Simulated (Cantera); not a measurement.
An isothermal, constant-pressure homogeneous reactor starts with 0.934 % H2, 93.4 % O2, 5.70 % N2, equivalence ratio 0.0050, at 1225 K and 20.0 Torr.

Computed with Cantera and GRI-Mech 3.0 (53 species, 325 reactions). Radical loss at walls, strong at low pressure, is not modelled.

x: mole fraction; the columns are a selection and need not sum to one.

| t (s) | x H2 | x O2 | x O | x HO2 | x OH | x H2O2 |
|---|---|---|---|---|---|---|
| 2.00e-5 | 0.00934 | 0.934 | 1.87e-10 | 5.10e-10 | 1.84e-10 | <1e-12 |
| 5.64e-5 | 0.00934 | 0.934 | 9.95e-10 | 1.44e-9 | 9.40e-10 | <1e-12 |
| 0.000159 | 0.00934 | 0.934 | 4.57e-9 | 4.06e-9 | [?] | <1e-12 |
| 0.000448 | 0.00934 | 0.934 | 2.84e-8 | 1.15e-8 | [?] | 4.69e-12 |
| 0.00126 | 0.00934 | 0.934 | 8.01e-7 | 3.65e-8 | [?] | 3.71e-11 |
| 0.00356 | 0.00562 | 0.930 | 0.00250 | 2.35e-6 | [?] | 9.23e-8 |
| 0.0100 | 3.68e-5 | 0.926 | 0.00715 | 1.46e-6 | [?] | 3.23e-8 |
| 0.0283 | 2.70e-5 | 0.928 | 0.00526 | 1.27e-6 | [?] | 3.09e-8 |
| 0.0797 | 1.38e-5 | 0.931 | 0.00265 | 9.07e-7 | [?] | 2.73e-8 |
| 0.225 | 4.15e-6 | 0.932 | 0.000793 | 4.66e-7 | [?] | 1.91e-8 |
| 0.634 | 8.25e-7 | 0.933 | 0.000158 | 1.65e-7 | [?] | 8.96e-9 |
| 1.79 | 1.45e-7 | 0.933 | 2.79e-5 | 4.44e-8 | [?] | 2.81e-9 |
| 5.03 | 2.81e-8 | 0.933 | 5.47e-6 | 1.20e-8 | [?] | 7.38e-10 |
| 14.2 | 6.63e-9 | 0.933 | 1.30e-6 | 5.58e-9 | [?] | 2.02e-10 |
| 40.0 | 2.10e-9 | 0.933 | 4.14e-7 | 5.75e-9 | [?] | 6.96e-11 |

Question: Some entries are withheld; supply them.

Answer: 
- 0.000159, x OH: 3.93e-9
- 0.000448, x OH: 2.15e-8
- 0.00126, x OH: 5.73e-7
- 0.00356, x OH: 0.00135
- 0.0100, x OH: 0.000755
- 0.0283, x OH: 0.000650
- 0.0797, x OH: 0.000465
- 0.225, x OH: 0.000256
- 0.634, x OH: 0.000115
- 1.79, x OH: 4.86e-5
- 5.03, x OH: 2.15e-5
- 14.2, x OH: 1.05e-5
- 40.0, x OH: 5.93e-6
